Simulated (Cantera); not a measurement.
A perfectly stirred reactor is fed with CH4 : CO2 : H2 = 1 : 1 : 0.2 (molar parts), at 0.240 bar; it is held at 2223 K, and followed from long to short residence time.

Cantera simulation using GRI-Mech 3.0 (53 species, 325 reactions); the numbers are that mechanism's predictions, not measurements.

Task: What does this change do: temperature 2223 to 2175 K?

Result: 
| quantity | before | after |
|---|---|---|
| x(CH4) at τ = 0.550 s | 0.00106 | 0.00151 |
| x(CO2) at τ = 0.550 s | 0.00214 | 0.00291 |
| x(H2) at τ = 0.550 s | 0.504 | 0.502 |
| x(CH2) at τ = 0.550 s | 7.99e-6 | 6.61e-6 |
| x(HCO) at τ = 0.550 s | 2.47e-7 | 2.09e-7 |
| x(CH4) at τ = 5.50 ms | 0.0154 | 0.0196 |
| x(CO2) at τ = 5.50 ms | 0.0355 | 0.0451 |
| x(H2) at τ = 5.50 ms | 0.388 | 0.370 |
| x(CH2) at τ = 5.50 ms | 5.15e-5 | 4.21e-5 |
| x(HCO) at τ = 5.50 ms | 1.62e-6 | 1.44e-6 |

Task: What does this change do: temperature 2223 to 1200 K?

Result: 
```json
[
 {"quantity": "x(CH4) at τ = 0.550 s", "before": "0.00106", "after": "0.455"},
 {"quantity": "x(CO2) at τ = 0.550 s", "before": "0.00214", "after": "0.455"},
 {"quantity": "x(H2) at τ = 0.550 s", "before": "0.504", "after": "0.0909"},
 {"quantity": "x(CH2) at τ = 0.550 s", "before": "7.99e-6", "after": "<1e-12"},
 {"quantity": "x(HCO) at τ = 0.550 s", "before": "2.47e-7", "after": "<1e-12"},
 {"quantity": "x(CH4) at τ = 5.50 ms", "before": "0.0154", "after": "0.455"},
 {"quantity": "x(CO2) at τ = 5.50 ms", "before": "0.0355", "after": "0.455"},
 {"quantity": "x(H2) at τ = 5.50 ms", "before": "0.388", "after": "0.0909"},
 {"quantity": "x(CH2) at τ = 5.50 ms", "before": "5.15e-5", "after": "<1e-12"},
 {"quantity": "x(HCO) at τ = 5.50 ms", "before": "1.62e-6", "after": "<1e-12"}
]
```
